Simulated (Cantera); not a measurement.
What does this Cantera script print?

```python
import numpy as np
import cantera as ct

gas = ct.Solution("gri30.yaml")
gas.TPX = 550, 500000, {'CO': 1, 'H2': 0.49, 'O2': 0.497, 'N2': 5.46, 'H2O': 2.1}
inlet = ct.Reservoir(gas, clone=True)
gas.equilibrate("HP")  # start burning
reactor = ct.IdealGasConstPressureReactor(gas, energy="on", clone=False)
exhaust = ct.Reservoir(gas, clone=True)
tau = [0.087, 0.035, 0.014, 0.0058, 0.0024, 0.00096, 0.00039, 0.00016, 6.5e-05, 2.6e-05, 1.1e-05, 4.4e-06][0]
for a, b in ((inlet, reactor), (reactor, exhaust)):
    ct.MassFlowController(a, b, mdot=lambda t: reactor.mass / tau)
net = ct.ReactorNet([reactor])
show = ['CO', 'H2', 'O2', 'H2O', 'CO2']

rows = []
print(f"{'tau/s':>10s}{'T/K':>9s}" + "".join(f"{s:>11s}" for s in show))
for tau in [0.087, 0.035, 0.014, 0.0058, 0.0024, 0.00096, 0.00039, 0.00016, 6.5e-05, 2.6e-05, 1.1e-05, 4.4e-06]:
    net.initial_time = 0.0
    net.advance(30 * tau)
    before = gas.X
    net.advance(40 * tau)
    drift = np.max(np.abs(gas.X - before) / (gas.X + 1e-9))
    rows.append([gas.T, *gas[show].X, drift])
    print(f"{tau:10.3e}{gas.T:9.1f}" + "".join(f"{x:11.3e}" for x in gas[show].X))
```

Output:

```
     tau/s      T/K         CO         H2         O2        H2O        CO2
 8.700e-02   1380.2  2.471e-02  3.032e-02  1.408e-04  2.557e-01  8.577e-02
 3.500e-02   1377.8  2.577e-02  2.942e-02  2.343e-04  2.566e-01  8.469e-02
 1.400e-02   1373.7  2.748e-02  2.799e-02  3.977e-04  2.579e-01  8.296e-02
 5.800e-03   1367.1  3.013e-02  2.585e-02  6.850e-04  2.599e-01  8.027e-02
 2.400e-03   1354.8  3.461e-02  2.251e-02  1.285e-03  2.629e-01  7.571e-02
 9.600e-04    550.0  1.047e-01  5.133e-02  5.206e-02  2.200e-01  6.417e-17
 3.900e-04    550.0  1.047e-01  5.133e-02  5.206e-02  2.200e-01  1.041e-16
 1.600e-04    550.0  1.047e-01  5.133e-02  5.206e-02  2.200e-01  4.153e-17
 6.500e-05    550.0  1.047e-01  5.133e-02  5.206e-02  2.200e-01  1.564e-17
 2.600e-05    550.0  1.047e-01  5.133e-02  5.206e-02  2.200e-01  5.761e-18
 1.100e-05    550.0  1.047e-01  5.133e-02  5.206e-02  2.200e-01  2.247e-18
 4.400e-06    550.0  1.047e-01  5.133e-02  5.206e-02  2.200e-01  8.390e-19
```

Detailed kinetics in Cantera: GRI-Mech 3.0 (53 species, 325 reactions). The hydrogen kinetics of GRI-Mech 3.0 are dated; newer H2 mechanisms differ, most at raised pressure.
